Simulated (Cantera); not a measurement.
A Cantera script and its output.

```python
import numpy as np
import cantera as ct

gas = ct.Solution("gri30.yaml")
gas.TPX = 1475, 110000, {'CH4': 1, 'CO2': 0.66, 'H2': 0.066}
reactor = ct.IdealGasConstPressureReactor(gas, energy="off", clone=False)
net = ct.ReactorNet([reactor])
net.rtol, net.atol = 1e-08, 1e-18
show = ['CH4', 'CO2', 'H2', 'CH2', 'H2O', 'CO']
times = np.geomspace(7e-05, 1, 9)

steps = ct.SolutionArray(gas, extra=["t"])
rows = []
print(f"{'t/s':>10s}{'T/K':>9s}{'P/Pa':>11s}" + "".join(f"{s:>11s}" for s in show))
for t in times:
    while net.time < t:
        t_next = net.step()
        steps.append(gas.state, t=t_next)
    rows.append([np.interp(t, steps.t, y) for y in (steps.T, steps.P, *steps(*show).X.T)])
    print(f"{t:10.3e}{rows[-1][0]:9.1f}{rows[-1][1]:11.4g}" + "".join(f"{x:11.3e}" for x in rows[-1][2:]))
rate = np.gradient(steps.T, steps.t)
print("integrator steps:", len(steps.t))
if steps.T.max() > steps.T[0] + 200:
    print(f"time of steepest temperature rise: {steps.t[rate.argmax()]:.4e} s")
gas.TPX = 1475, 110000, {'CH4': 1, 'CO2': 0.66, 'H2': 0.066}
gas.equilibrate("TP")
print(f"equilibrium (TP): T = {gas.T:.1f} K  " + "  ".join(f"{s} {gas[s].X[0]:.3e}" for s in show))
```

Result:

```
       t/s      T/K       P/Pa        CH4        CO2         H2        CH2        H2O         CO
 7.000e-05   1475.0    1.1e+05  5.793e-01  3.824e-01  3.825e-02  5.519e-11  3.801e-07  3.817e-07
 2.315e-04   1475.0    1.1e+05  5.792e-01  3.824e-01  3.829e-02  3.340e-10  2.935e-06  2.965e-06
 7.653e-04   1475.0    1.1e+05  5.790e-01  3.823e-01  3.842e-02  6.085e-10  1.648e-05  1.678e-05
 2.530e-03   1475.0    1.1e+05  5.780e-01  3.822e-01  3.894e-02  1.027e-09  7.352e-05  7.562e-05
 8.367e-03   1475.0    1.1e+05  5.739e-01  3.815e-01  4.145e-02  1.844e-09  3.383e-04  3.546e-04
 2.766e-02   1475.0    1.1e+05  5.576e-01  3.772e-01  5.369e-02  2.128e-09  1.559e-03  1.647e-03
 9.147e-02   1475.0    1.1e+05  5.058e-01  3.592e-01  9.505e-02  1.779e-09  7.383e-03  7.689e-03
 3.024e-01   1475.0    1.1e+05  3.898e-01  3.020e-01  1.742e-01  1.551e-09  3.591e-02  3.689e-02
 1.000e+00   1475.0    1.1e+05  2.135e-01  1.663e-01  2.449e-01  2.254e-09  1.267e-01  1.325e-01
integrator steps: 958
equilibrium (TP): T = 1475.0 K  CH4 6.045e-02  CO2 2.045e-06  H2 5.014e-01  CH2 3.026e-10  H2O 6.133e-06  CO 4.149e-01
```

Model: GRI-Mech 3.0 (53 species, 325 reactions), integrated in Cantera.
